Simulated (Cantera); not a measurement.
A jet of CH4 : O2 : N2 = 0.026 : 0.087 : 0.79 (molar parts), equivalence ratio 0.60 at 300 K and 0.360 bar hits a platinum plate 2.4 cm away at a mass flux of 0.12 kg/m²/s; the plate temperature is set and raised in steps from an oxygen-covered start.

Cantera simulation using Deutschmann's 1995 Pt surface mechanism with GRI-Mech 3.0 gas chemistry; the numbers are that mechanism's predictions, not measurements. Catalytic surfaces can have several steady states; this one follows from the mechanism file's or the stated starting coverage.

x: mole fraction at the wall; θ: surface coverage.

| plate T (K) | wall x CH4 | wall x O2 | wall x H2O | wall x OH | wall x CO | wall x CO2 | θ free Pt | θ O* | θ OH* |
|---|---|---|---|---|---|---|---|---|---|
| 950 | 0.0131 | 0.0630 | 0.0292 | 5.32e-8 | 6.13e-6 | 0.0192 | 0.221 | 0.777 | 0.00230 |
| 1000 | 0.00905 | 0.0544 | 0.0366 | 1.45e-7 | 5.76e-6 | 0.0242 | 0.291 | 0.707 | 0.00235 |
| 1050 | 0.00642 | 0.0489 | 0.0414 | 3.48e-7 | 5.45e-6 | 0.0273 | 0.361 | 0.637 | 0.00223 |
| 1100 | [?] | 0.0454 | 0.0444 | [?] | 5.30e-6 | 0.0293 | [?] | [?] | [?] |
| 1150 | 0.00368 | 0.0432 | 0.0462 | 1.51e-6 | 5.33e-6 | 0.0306 | 0.494 | 0.504 | 0.00183 |
| 1200 | 0.00296 | 0.0418 | 0.0474 | 2.83e-6 | 5.54e-6 | 0.0313 | 0.556 | 0.443 | 0.00162 |
| 1250 | [?] | 0.0410 | 0.0481 | [?] | 5.93e-6 | 0.0318 | 0.613 | [?] | [?] |
| 1300 | 0.00207 | 0.0405 | 0.0486 | 8.33e-6 | 6.60e-6 | 0.0320 | 0.666 | 0.333 | 0.00124 |

Question: What belongs in the gaps?

Answer: 
- 1100, wall x CH4: 0.00476
- 1100, wall x OH: 7.56e-7
- 1100, θ free Pt: 0.429
- 1100, θ O*: 0.569
- 1100, θ OH*: 0.00205
- 1250, wall x CH4: 0.00245
- 1250, wall x OH: 4.98e-6
- 1250, θ O*: 0.386
- 1250, θ OH*: 0.00142
